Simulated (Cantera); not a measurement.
A closed system holds: 1 mol Si3N4, a varied amount of H2, held at 0.0750 Torr.

Equilibrium computed with Cantera from the NASA thermochemical tables; the gas is ideal and each condensed phase is pure. Candidate condensed phases: Si, Si3N4; 18 gas species. Mutual solubility and eutectic melting of coexisting phases are not modelled. The numbers say what is thermodynamically allowed, not how fast it happens.

Q: What condenses at these points (T in K, n(H2) in mol): (750, 1); (1500, 5.3); (1650, 1.8); (1200, 27); (900, 3.1); (1950, 46); (1350, 1.8)?

A: 
```tsv
T (K)	n(H2) in mol	condensed phases	Si condensed (%)
750	1	Si3N4	100.0
1500	5.3	Si	100.0
1650	1.8	Si	99.6
1200	27	Si + Si3N4	100.0
900	3.1	Si3N4	100.0
1950	46	gas only	0.0
1350	1.8	Si + Si3N4	100.0
```
